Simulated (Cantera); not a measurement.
Input: 1 mol C, a varied amount of O2, held at 600 °C and 0.00670 bar.

Method: chemical equilibrium by Gibbs-energy minimisation in Cantera with the NASA 1993 tables (ideal gas, pure condensed phases). Candidate condensed phases: C; 12 gas species. Rates play no part.

Q: What share of the C ends up in condensed phases as a function of n(O2) (mol), at 0.03, 0.11, 0.19, 0.27, 0.35, 0.43, 0.51, 0.58, 0.66?

A: 
```
n(O2) (mol)  C condensed (%)           as
-----------  ---------------  -----------
0.03                    94.4  C(graphite)
0.11                    79.4  C(graphite)
0.19                    64.4  C(graphite)
0.27                    49.3  C(graphite)
0.35                    34.3  C(graphite)
0.43                    19.3  C(graphite)
0.51                     4.3  C(graphite)
0.58                     0.0            -
0.66                     0.0            -
```
